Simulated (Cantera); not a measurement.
Cantera run:

```python
import numpy as np
import cantera as ct

gas_names = """
    CL CLF CLF3 CL2 F F2 H HCL HF H2 H2F2 H3F3 H4F4 H5F5 H6F6 H7F7 Si SiCL SiCL2 SiCL3 SiCL4 SiF SiF2
    SiF3 SiF4 SiH SiHCL3 SiHF3 SiH2 SiH2CL2 SiH2F2 SiH3 SiH3CL SiH3F SiH4 Si2 Si3
""".split()
cond_names = """
    Si(cr) Si(L)
""".split()


# ... load() reads the species with a 1 bar reference pressure and builds the phases ...
atoms = {
    'Si': {'Si': 1},
    'HCl': {'H': 1, 'CL': 1},
    'H2': {'H': 2},
    'F2': {'F': 2},
}
top_T = {}  # K; cautious upper limits of use, not melting points


# ... equilibrate(T, P, feed) seeds the gas with the atoms and calls Mixture.equilibrate('TP', solver="vcs", rtol=1e-11, max_steps=5000) ...
results = []
feed = {'Si': 1, 'HCl': 1.2, 'H2': 0.18, 'F2': 2.4}  # mol
T = 1175  # K
P = 14  # Pa
mix = equilibrate(T, P, feed)
results.append((T, P, feed, dict(zip(mix.species_names, mix.species_moles))))
x = sorted(zip(gas.X, gas.species_names), reverse=True)
print(f"T = {T:g} K  P = {P:g} Pa  gas = {mix.phase_moles(0):.4g} mol")
print("   x: " + "  ".join(f"{s} {v:.3e}" for v, s in x if v > 0.0001))
print("   condensed (mol): " + ("  ".join(f"{mix.phase(i).name} {mix.phase_moles(i):.4g}"
      for i in range(1, mix.n_phases) if mix.phase_moles(i) > 1e-12) or "none"))
```

Result:

```
T = 1175 K  P = 14 Pa  gas = 2.873 mol
   x: SiF4 3.481e-01  HF 2.785e-01  HCL 2.646e-01  CL 6.445e-02  CL2 4.436e-02
   condensed (mol): none
```

These are equilibrium values from Cantera (NASA tables, ideal gas, pure condensed phases), not measurements of a reactor.
